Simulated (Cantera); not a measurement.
Charge: 1 mol CF₄, a varied amount of HCl, equilibrated at 2148 K and 1.00 bar.

Cantera equilibrium calculation (NASA polynomials, part measured and part estimated; ideal gas, pure solids and liquids). Candidate condensed phases: C, C₆H₆, C₇H₈, C₈H₁₈; 118 gas species. The tables' values for C₂F₄ are old estimates; treat these amounts as uncertain. Gases not in the tables: C₂F₆ and larger saturated fluorocarbons. Rates play no part.

Task: At 0.17 mol HCl, list the 6 most abundant gas species with their mole fractions, and the condensed phases.

Result: CF₄ 0.710, HF 0.127, Cl 0.105, CF₂ 0.0293, CClF₃ 0.00815, Cl₂ 0.00699. Condensed: C(graphite).
